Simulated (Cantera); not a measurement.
## Low-pressure radical oxidation in H2/O2

An isothermal, constant-pressure homogeneous reactor starts with H2 : O2 : N2 : H2O = 0.34 : 1 : 4.5 : 0.22 (molar parts), at 975 K and 0.00690 bar.

Cantera simulation using the H2/O2 subset of GRI-Mech 3.0, which has no nitrogen chemistry; the numbers are that mechanism's predictions, not measurements. Radical loss at walls, strong at low pressure, is not modelled. The temperature is held fixed by assumption; the heat of reaction is taken as removed at once.

| t (s) | x H2 | x O2 | x H2O2 | x O | x H | x H2O |
|---|---|---|---|---|---|---|
| 0.000100 | 0.0561 | 0.165 | <1e-12 | <1e-12 | 2.25e-12 | 0.0363 |
| 0.000242 | 0.0561 | 0.165 | <1e-12 | <1e-12 | 5.36e-12 | 0.0363 |
| 0.000585 | 0.0561 | 0.165 | <1e-12 | 1.80e-12 | 1.30e-11 | 0.0363 |
| 0.00141 | 0.0561 | 0.165 | <1e-12 | 9.20e-12 | 3.62e-11 | 0.0363 |
| 0.00342 | 0.0561 | 0.165 | <1e-12 | 5.74e-11 | 1.62e-10 | 0.0363 |
| 0.00827 | 0.0561 | 0.165 | <1e-12 | 1.15e-9 | 3.00e-9 | 0.0363 |
| 0.0200 | 0.0561 | 0.165 | 1.56e-11 | 1.02e-6 | 2.65e-6 | 0.0363 |
| 0.0484 | 0.00557 | 0.142 | 2.77e-8 | 0.00838 | 0.0241 | 0.0744 |
| 0.117 | 0.00245 | 0.140 | 2.88e-8 | 0.00578 | 0.0121 | 0.0849 |
| 0.283 | 0.000892 | 0.140 | 4.12e-8 | 0.00198 | 0.00241 | 0.0924 |
| 0.684 | 0.000144 | 0.141 | 4.83e-8 | 0.000306 | 0.000140 | 0.0947 |
| 1.65 | 1.69e-5 | 0.141 | 3.04e-8 | 3.56e-5 | 5.45e-6 | 0.0950 |
| 4.00 | 2.57e-6 | 0.141 | 1.37e-8 | 5.70e-6 | 3.51e-7 | 0.0951 |
x: mole fraction; the columns are a selection and need not sum to one.

Equilibrium at this temperature and pressure: H2 1.25e-10, O2 0.141, H2O2 6.01e-12, O 3.28e-10, H <1e-12, H2O 0.0951 (gas phase only).
